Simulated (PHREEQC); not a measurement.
Nickel, zinc or cadmium bath

Dissolve 7.4e-05 mol CdCl2 and 1.2e-05 mol NaOH per kg of water at 20 °C. Closed to the air; pH follows from the charge balance.

Equilibrium calculation in PHREEQC: ion-association model, phreeqc.dat.

```
Property                     Value
----------------  ----------------
pH                            9.02
ionic strength    0.000223 mol/kgw
total alkalinity     0.0120 meq/kg
```

```
species  molality  activity   log γ
-------  --------  --------  ------
Cl-      0.000147  0.000144  -0.007
Cd+2      6.86e-5   6.41e-5  -0.030
Na+       1.20e-5   1.18e-5  -0.007
OH-       7.20e-6   7.08e-6  -0.007
CdOH+     3.85e-6   3.78e-6  -0.007
CdCl+     8.83e-7   8.69e-7  -0.007
CdOHCl    3.33e-7   3.33e-7   0.000
Cd(OH)2   3.06e-7   3.06e-7   0.000
Cd2OH+3   1.47e-9   1.27e-9  -0.067
```

This is a speciation only: nothing precipitates in the calculation. The solution is supersaturated, for example in Cd(OH)2, so a real one may precipitate; this is no full list. Species that the database lacks are ignored.
